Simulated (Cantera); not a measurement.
A freely propagating, adiabatic, planar premixed flame of CO : H2 : CH4 : O2 : N2 = 1 : 0.033 : 0.039 : 0.495 : 1.86 (molar parts), unburnt at 425 K and 1.00 atm; mixture-averaged transport, grid criteria slope 0.08 and curve 0.16, no radiation.

Model: GRI-Mech 3.0 (53 species, 325 reactions), integrated in Cantera. Burning velocities carry a grid error of a few per cent, more on coarse grids.

Question: Predict: laminar burning velocity; thermal thickness; peak x(H); peak x(C2H6).

Answer: 
```json
{
  "laminar_burning_velocity": "101 cm/s",
  "thermal_thickness": "0.574 mm",
  "peak x(H)": "0.0139",
  "peak x(C2H6)": "2.36e-6"
}
```
